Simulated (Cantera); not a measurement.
An adiabatic, constant-volume homogeneous reactor starts with CO : H2 : O2 : N2 = 1 : 0.25 : 2.08 : 7.83 (molar parts), equivalence ratio 0.30, at 1148 K and 21.0 bar. Integrator tolerance rtol = 1e-08.

Cantera simulation using GRI-Mech 3.0 (53 species, 325 reactions); the numbers are that mechanism's predictions, not measurements. The hydrogen kinetics of GRI-Mech 3.0 are dated; newer H2 mechanisms differ, most at raised pressure. The pressure lies above the range GRI-Mech 3.0 was tuned for (to about 10 atm).

What does this change do: H2 0.25 to 0.078 parts?


```json
[
 {"quantity": "time of steepest temperature rise", "before": "0.361 ms", "after": "0.593 ms"},
 {"quantity": "temperature at 5.00 s", "before": "2192 K", "after": "2086 K"},
 {"quantity": "equilibrium temperature", "before": "2192 K", "after": "2086 K"},
 {"quantity": "x(CO) at 5.00 s", "before": "0.000242 (gas-phase equilibrium 0.000242)", "after": "0.000111 (gas-phase equilibrium 0.000111)"},
 {"quantity": "x(H2) at 5.00 s", "before": "1.14e-5 (gas-phase equilibrium 1.14e-5)", "after": "1.74e-6 (gas-phase equilibrium 1.74e-6)"},
 {"quantity": "x(O2) at 5.00 s", "before": "0.133 (gas-phase equilibrium 0.133)", "after": "0.143 (gas-phase equilibrium 0.143)"},
 {"quantity": "x(H2O2) at 5.00 s", "before": "1.74e-7 (gas-phase equilibrium 1.74e-7)", "after": "4.08e-8 (gas-phase equilibrium 4.08e-8)"},
 {"quantity": "x(HO2) at 5.00 s", "before": "4.89e-6 (gas-phase equilibrium 4.89e-6)", "after": "1.97e-6 (gas-phase equilibrium 1.97e-6)"}
]
```

What does this change do: pressure from 21.0 bar to 1.00 bar?


```tsv
quantity	before	after
time of steepest temperature rise	0.361 ms	0.146 ms
temperature at 5.00 s	2192 K	2178 K
equilibrium temperature	2192 K	2178 K
x(CO) at 5.00 s	0.000242 (gas-phase equilibrium 0.000242)	0.000999 (gas-phase equilibrium 0.000999)
x(H2) at 5.00 s	1.14e-5 (gas-phase equilibrium 1.14e-5)	4.67e-5 (gas-phase equilibrium 4.67e-5)
x(O2) at 5.00 s	0.133 (gas-phase equilibrium 0.133)	0.133 (gas-phase equilibrium 0.133)
x(H2O2) at 5.00 s	1.74e-7 (gas-phase equilibrium 1.74e-7)	3.56e-8 (gas-phase equilibrium 3.56e-8)
x(HO2) at 5.00 s	4.89e-6 (gas-phase equilibrium 4.89e-6)	2.15e-6 (gas-phase equilibrium 2.15e-6)
```

What does this change do: CO 1 to 0.57 parts?


```csv
quantity,before,after
time of steepest temperature rise,0.361 ms,0.543 ms
temperature at 5.00 s,2192 K,1881 K
equilibrium temperature,2192 K,1880 K
x(CO) at 5.00 s,0.000242 (gas-phase equilibrium 0.000242),1.11e-5 (gas-phase equilibrium 1.10e-5)
x(H2) at 5.00 s,1.14e-5 (gas-phase equilibrium 1.14e-5),1.17e-6 (gas-phase equilibrium 1.16e-6)
x(O2) at 5.00 s,0.133 (gas-phase equilibrium 0.133),0.159 (gas-phase equilibrium 0.159)
x(H2O2) at 5.00 s,1.74e-7 (gas-phase equilibrium 1.74e-7),6.76e-8 (gas-phase equilibrium 6.74e-8)
x(HO2) at 5.00 s,4.89e-6 (gas-phase equilibrium 4.89e-6),1.63e-6 (gas-phase equilibrium 1.62e-6)
```
